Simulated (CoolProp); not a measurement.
Sulfur dioxide at 298.15 K and 0.173 MPa is throttled through a valve to 0.105 MPa with no heat exchange. Each further row changes one setting.

The numbers come from the reference Helmholtz-energy equation of state, Gao 2016 in CoolProp.

| case | temperature change (K) | final density (kg/m³) |
|---|---|---|
| as stated | -2.6 | 2.79 |
| outlet pressure 0.0315 MPa | -5.6 | 0.834 |
| outlet pressure 0.137 MPa | -1.4 | 3.64 |
